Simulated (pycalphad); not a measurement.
**Phase fractions of Ti-70.3C (at.%)**

Computed with pycalphad from the COST 507 light-alloy database (1999), at 1 atm. The database dates from 1999; later assessments differ in places, in temperatures and in the compounds included. Phase fractions are per mole of atoms. Kinetics are ignored, which matters at the lower temperatures.

```
T (K)  LIQUID  GRAPHITE  FCC_A1
-----  ------  --------  ------
3300    0.947     0.053       -
3200    0.906     0.094       -
3100      ___       ___       -
3000        -     0.423   0.577
2900        -     0.422   0.578
2800        -     0.422   0.578
2700        -     0.421   0.579
2600        -     0.421   0.579
2500        -     0.420   0.580
2400        -     0.420   0.580
2300        -     0.419   0.581
2200        -     0.419   0.581
2100        -     0.418   0.582
2000        -     0.418   0.582
1900        -     0.418   0.582
1800        -     0.417   0.583
1700        -     0.417   0.583
1600        -     0.417   0.583
1500        -     0.416   0.584
1400        -     0.416   0.584
1300        -     0.416   0.584
1200        -     0.416   0.584
1100        -     0.415   0.585
1000        -     0.415   0.585
900         -     0.415   0.585
800         -     0.415   0.585
700         -     0.414   0.586
600         -     0.414   0.586
500         -     0.414   0.586
```

### Question
What belongs in the gaps?

### Answer

- 3100, LIQUID: 0.869
- 3100, GRAPHITE: 0.131

FCC_A1 is fcc. The fcc model also describes the rock-salt carbide or nitride (TiC, TiN, HfC).
